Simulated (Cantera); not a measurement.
**Transport properties of process gases**

Gas mixture: 5.34 % H2O, 33.6 % C2H4, 61.1 % C3H8, at 1000000 Pa, frozen composition.

Cantera's kinetic-theory transport with the Lennard-Jones parameters of GRI-Mech 3.0, ideal gas; thermal conductivity in the multicomponent form. Polar gases are described roughly by these parameters. The composition is frozen, though it would react at the higher temperatures.

```tsv
T (K)	ρ (kg/m³)	cp (J/kg/K)	μ (µPa s)	λ (mW/m/K)	Pr	D (cm²/s) O	D (cm²/s) H	D (cm²/s) CH4
400	11.2	2063	11.7	31.7	0.760	0.0346	0.130	0.0245
550	8.16	2629	15.5	53.3	0.764	0.0606	0.231	0.0435
700	6.41	3093	18.9	76.4	0.766	0.0918	0.354	0.0666
850	5.28	3457	22.0	99.2	0.767	0.128	0.496	0.0933
1000	4.49	3764	24.9	122	0.767	0.168	0.655	0.123
1150	3.90	3990	27.5	143	0.766	0.213	0.831	0.156
1300	3.45	4185	30.1	164	0.765	0.261	1.02	0.192
1450	3.10	4352	32.4	185	0.765	0.314	1.23	0.231
1600	2.81	4496	34.7	204	0.764	0.369	1.45	0.273
```
D: mixture-averaged diffusion coefficient of that species in the mixture.
